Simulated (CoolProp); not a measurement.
R142b along the isotherm 413.4 K: density (kg/m³) from the reference equation and from simpler models built on Tc = 410.3 K, pc = 4.055 MPa, ω = 0.232; each cubic takes its own stable root.

Model: reference Helmholtz-energy equation of state, Lemmon 2006, in CoolProp. It is a short technical equation, of lower accuracy than the large ones.

```csv
p (MPa),phase,reference
4.05,gas,263.6
8.11,supercritical,788.5
12.2,supercritical,850.3
16.2,supercritical,889.3
20.3,supercritical,919.4
24.3,supercritical,943.4
28.4,supercritical,964.3
32.4,supercritical,982.1
36.5,supercritical,998.3
40.5,supercritical,1013
```

Question: How far does each simpler model (ideal gas, Redlich-Kwong, Soave-Redlich-Kwong) lie from the reference over these 10 states: mean and median of the absolute difference, and the worst?

Answer: 
- ideal gas: mean 33.1 %, median 30.1 %, worst -69.9 % at 413.4 K and 8.11 MPa
- Redlich-Kwong: mean 8.4 %, median 7.6 %, worst -14.7 % at 413.4 K and 8.11 MPa
- Soave-Redlich-Kwong: mean 8.7 %, median 7.7 %, worst -15.1 % at 413.4 K and 8.11 MPa
